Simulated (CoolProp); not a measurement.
Water along the isobar 27.4 MPa: fugacity coefficient from the reference equation and from simpler models built on Tc = 647.1 K, pc = 22.06 MPa, ω = 0.344; each cubic takes its own stable root.

The numbers come from the reference Helmholtz-energy equation of state, Wagner 2002 in CoolProp.

| T (K) | phase | reference |
|---|---|---|
| 593 | liquid | 0.3369 |
| 599.9 | liquid | 0.3614 |
| 606.8 | liquid | 0.3866 |
| 613.7 | liquid | 0.4125 |
| 620.7 | liquid | 0.4395 |
| 627.6 | liquid | 0.4665 |
| 634.5 | liquid | 0.4940 |
| 641.4 | liquid | 0.5216 |
| 648.3 | supercritical | 0.5493 |

Question: How far does each simpler model (van der Waals, Redlich-Kwong, Soave-Redlich-Kwong, Peng-Robinson) lie from the reference over these 9 states: mean and median of the absolute difference, and the worst?

Answer: 
- van der Waals: mean 23.6 %, median 22.5 %, worst +40.7 % at 593 K and 27.4 MPa
- Redlich-Kwong: mean 11.3 %, median 11.0 %, worst +19.6 % at 593 K and 27.4 MPa
- Soave-Redlich-Kwong: mean 6.2 %, median 6.3 %, worst +8.0 % at 593 K and 27.4 MPa
- Peng-Robinson: mean 2.0 %, median 2.1 %, worst +3.6 % at 593 K and 27.4 MPa
